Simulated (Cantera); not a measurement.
A perfectly stirred reactor is fed with 13.2 % N2O, 86.8 % N2, at 0.0138 atm; it is held at 1200 K, and followed from long to short residence time.

Detailed kinetics in Cantera: GRI-Mech 3.0 (53 species, 325 reactions). GRI-Mech 3.0 was tuned for natural gas; its chemistry of N2O as a main component is partial and can be far from experiment. Radical loss at walls, strong at low pressure, is not modelled. The mechanism lacks the step 2 NO + O2 → 2 NO2, which can matter for NO2 below about 1400 K. The temperature is held fixed by assumption; the heat of reaction is taken as removed at once.

Predict: x(N2O) at τ = 17.0 s; x(O2) at τ = 17.0 s; x(NO) at τ = 17.0 s; x(O) at τ = 17.0 s; x(N2) at τ = 17.0 s; x(N2O) at τ = 0.200 s; x(O2) at τ = 0.200 s; x(NO) at τ = 0.200 s; x(O) at τ = 0.200 s; x(N2) at τ = 0.200 s.


| Property | Value |
|---|---|
| x(N2O) at τ = 17.0 s | 0.114 |
| x(O2) at τ = 17.0 s | 0.00747 |
| x(NO) at τ = 17.0 s | 0.00175 |
| x(O) at τ = 17.0 s | 1.83e-6 |
| x(N2) at τ = 17.0 s | 0.877 |
| x(N2O) at τ = 0.200 s | 0.131 |
| x(O2) at τ = 0.200 s | 1.00e-4 |
| x(NO) at τ = 0.200 s | 2.34e-5 |
| x(O) at τ = 0.200 s | 1.80e-6 |
| x(N2) at τ = 0.200 s | 0.869 |
